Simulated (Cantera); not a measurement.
A closed system holds: 1 mol C₃H₆, 0.013 mol O₂, 13 mol H₂, held at 4300 Pa.

Equilibrium computed with Cantera from the NASA thermochemical tables; the gas is ideal and each condensed phase is pure. Candidate condensed phases: C, C₆H₆, C₇H₈, C₈H₁₈, H₂O; 110 gas species. Rates play no part. All values below are at 1175 K.

Base state: H₂ 0.998, CO 0.00162, CH₄ 0.000819 (mole fractions); condensed: C(graphite).

**Question.** What changes in the equilibrium state with this change: pressure from 4300 Pa to 3300000 Pa?

**Answer.** 
```tsv
species	before	after
H₂	0.998	0.768
CH₄	0.000819	0.229
H₂O	2.41e-6	0.00117
C₂H₆	<1e-9	4.51e-5
CO	0.00162	0.000821
C(graphite), mol	2.96	0
```
The ideal-gas law is rough above about 30 bar.

**Question.** What changes in the equilibrium state with this change: O₂ from 0.013 to 0.47 mol?

**Answer.** 
```json
[
 {"species": "H₂", "before": "0.998", "after": "0.944"},
 {"species": "CO", "before": "0.00162", "after": "0.0554"},
 {"species": "CH₄", "before": "0.000819", "after": "0.000733"},
 {"species": "H₂O", "before": "2.41e-6", "after": "7.80e-5"},
 {"species": "C(graphite), mol", "before": "2.96", "after": "2.05"}
]
```
